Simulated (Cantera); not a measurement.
# Adiabatic ignition

An adiabatic, constant-volume homogeneous reactor starts with 7.84 % CH4, 19.4 % O2, 72.8 % N2, equivalence ratio 0.81, at 1098 K and 750 Torr.

Model: GRI-Mech 3.0 (53 species, 325 reactions), integrated in Cantera.

```csv
t (s),T (K),P (bar),x CH4,x O2,x CH2O,x NO,x CH2,x CH2CO,x H2O
4.00e-6,1098,1.00,0.0784,0.194,<1e-12,<1e-12,<1e-12,<1e-12,<1e-12
1.05e-5,1098,1.00,0.0784,0.194,2.36e-12,<1e-12,<1e-12,<1e-12,3.19e-12
2.77e-5,1098,1.00,0.0784,0.194,1.65e-11,<1e-12,<1e-12,<1e-12,2.01e-11
7.28e-5,1098,1.00,0.0784,0.194,1.15e-10,<1e-12,<1e-12,<1e-12,1.32e-10
0.000192,1098,1.00,0.0784,0.194,8.14e-10,<1e-12,<1e-12,<1e-12,9.23e-10
0.000504,1098,1.00,0.0784,0.194,5.94e-9,<1e-12,<1e-12,<1e-12,6.97e-9
0.00133,1098,1.000,0.0784,0.194,4.75e-8,<1e-12,<1e-12,<1e-12,5.95e-8
0.00349,1098,1.00,0.0784,0.194,4.73e-7,<1e-12,<1e-12,<1e-12,6.13e-7
0.00918,1098,1.00,0.0784,0.194,4.91e-6,<1e-12,<1e-12,1.12e-12,6.14e-6
0.0241,1098,1.00,0.0784,0.194,2.50e-5,<1e-12,<1e-12,5.61e-11,3.21e-5
0.0635,1099,1.00,0.0782,0.194,0.000106,<1e-12,<1e-12,1.84e-9,0.000159
0.167,1121,1.02,0.0755,0.191,0.000974,<1e-12,1.16e-11,1.04e-6,0.00269
0.439,2699,2.51,<1e-12,0.0370,1.25e-10,0.0127,<1e-12,<1e-12,0.138
1.16,2699,2.51,<1e-12,0.0370,1.25e-10,0.0127,<1e-12,<1e-12,0.138
3.04,2699,2.51,<1e-12,0.0370,1.25e-10,0.0127,<1e-12,<1e-12,0.138
8.00,2699,2.51,<1e-12,0.0370,1.25e-10,0.0127,<1e-12,<1e-12,0.138
```
x: mole fraction; the columns are a selection and need not sum to one.

- time of steepest temperature rise = 0.186 s
- temperature at 8.00 s = 2699 K
- equilibrium temperature = 2699 K
- x(CH4) at 8.00 s = <1e-12 (gas-phase equilibrium <1e-12)
- x(O2) at 8.00 s = 0.0370 (gas-phase equilibrium 0.0370)
- x(CH2O) at 8.00 s = 1.25e-10 (gas-phase equilibrium 1.25e-10)
